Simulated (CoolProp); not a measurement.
Dimethyl ether along the isotherm 435.8 K: fugacity coefficient from the reference equation and from simpler models built on Tc = 400.4 K, pc = 5.337 MPa, ω = 0.196; each cubic takes its own stable root.

Computed with CoolProp (reference Helmholtz-energy equation of state, Wu 2011).

```tsv
p (MPa)	phase	reference
0.158	gas	0.9919
0.3	gas	0.9847
0.568	gas	0.9711
1.08	gas	0.9455
2.04	gas	0.8985
3.87	gas	0.8123
7.34	supercritical	0.6556
13.9	supercritical	0.4480
26.4	supercritical	0.3291
50	supercritical	0.2992
```

Task: How far does each simpler model (van der Waals, Redlich-Kwong, Soave-Redlich-Kwong, Peng-Robinson) lie from the reference over these 10 states: mean and median of the absolute difference, and the worst?

Result: 
- van der Waals: mean 6.8 %, median 1.3 %, worst +40.3 % at 435.8 K and 50 MPa
- Redlich-Kwong: mean 1.8 %, median 0.2 %, worst +9.5 % at 435.8 K and 50 MPa
- Soave-Redlich-Kwong: mean 3.8 %, median 0.9 %, worst +15.9 % at 435.8 K and 50 MPa
- Peng-Robinson: mean 0.6 %, median 0.5 %, worst -1.8 % at 435.8 K and 7.34 MPa
